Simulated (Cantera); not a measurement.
# Equilibrium for boron, boron nitride and boron oxide: B2H6 + N2

Input: 1 mol B2H6, 7.9 mol N2.

These are equilibrium values from Cantera (NASA tables, ideal gas, pure condensed phases), not measurements of a reactor. Candidate condensed phases: B, BN; 15 gas species. The feed counts by its element totals alone. N2 is the only nitrogen source here; it is nearly inert below about 1500 K, so the nitride shown seldom forms there in practice. Equilibrium is a limit: real reactors are often held back by kinetics, nucleation or transport.

Task: Map the stable condensed phases over T = 1298, 1398, 1498, 1598, 1698, 1798, 1898, 1998, 2098 K and P in Pa = 10, 46, 220, 1000, 4600, 22000, 100000.

Result: 
```
T in K \ P in Pa
             10     46    220   1000   4600  22000 100000
   2098       A      A      B      B      B      B      B
   1998       A      B      B      B      B      B      B
   1898       B      B      B      B      B      B      B
   1798       B      B      B      B      B      B      B
   1698       B      B      B      B      B      B      B
   1598       B      B      B      B      B      B      B
   1498       B      B      B      B      B      B      B
   1398       B      B      B      B      B      B      B
   1298       B      B      B      B      B      B      B
```
A: B; B: BN.
